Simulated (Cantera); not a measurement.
**Gas activation for diamond growth**

An isothermal, constant-pressure homogeneous reactor starts with 1.86 % CH4, 97.9 % H2, 0.255 % CO2, at 2348 K and 0.132 atm.

Cantera simulation using GRI-Mech 3.0 (53 species, 325 reactions); the numbers are that mechanism's predictions, not measurements. GRI-Mech 3.0 stops at C3 and has no aromatics, soot or wall deposition, so with more carbon than oxygen in the feed, carbon stays in small species such as C2H2 where larger ones or solid carbon would form.

```json
[
 {"t (s)": "1.00e-6", "x CH4": "0.0186", "x H2": "0.979", "x CO2": "0.00254", "x O": "6.40e-11", "x H2O": "2.18e-8"},
 {"t (s)": "4.92e-6", "x CH4": "0.0185", "x H2": "0.979", "x CO2": "0.00254", "x O": "7.09e-11", "x H2O": "7.29e-7"},
 {"t (s)": "2.42e-5", "x CH4": "0.0180", "x H2": "0.977", "x CO2": "0.00252", "x O": "2.66e-10", "x H2O": "1.98e-5"},
 {"t (s)": "0.000119", "x CH4": "0.0160", "x H2": "0.972", "x CO2": "0.00210", "x O": "6.36e-9", "x H2O": "0.000434"},
 {"t (s)": "0.000585", "x CH4": "0.00691", "x H2": "0.963", "x CO2": "0.000103", "x O": "9.90e-8", "x H2O": "0.00232"},
 {"t (s)": "0.00288", "x CH4": "0.000801", "x H2": "0.960", "x CO2": "1.07e-6", "x O": "1.65e-7", "x H2O": "0.00207"},
 {"t (s)": "0.0141", "x CH4": "0.000198", "x H2": "0.956", "x CO2": "6.95e-7", "x O": "1.13e-7", "x H2O": "0.000967"},
 {"t (s)": "0.0695", "x CH4": "4.36e-5", "x H2": "0.954", "x CO2": "1.64e-8", "x O": "2.45e-9", "x H2O": "1.83e-5"},
 {"t (s)": "0.342", "x CH4": "2.85e-5", "x H2": "0.954", "x CO2": "1.64e-11", "x O": "2.58e-12", "x H2O": "1.83e-8"},
 {"t (s)": "1.68", "x CH4": "2.85e-5", "x H2": "0.954", "x CO2": "1.64e-11", "x O": "2.58e-12", "x H2O": "1.83e-8"},
 {"t (s)": "8.27", "x CH4": "2.85e-5", "x H2": "0.954", "x CO2": "1.64e-11", "x O": "2.58e-12", "x H2O": "1.83e-8"},
 {"t (s)": "40.7", "x CH4": "2.85e-5", "x H2": "0.954", "x CO2": "1.64e-11", "x O": "2.58e-12", "x H2O": "1.83e-8"},
 {"t (s)": "200", "x CH4": "2.85e-5", "x H2": "0.954", "x CO2": "1.64e-11", "x O": "2.58e-12", "x H2O": "1.83e-8"}
]
```
x: mole fraction; the columns are a selection and need not sum to one.

Equilibrium at this temperature and pressure: CH4 2.87e-5, H2 0.954, CO2 1.65e-11, O 2.60e-12, H2O 1.85e-8 (gas phase only).
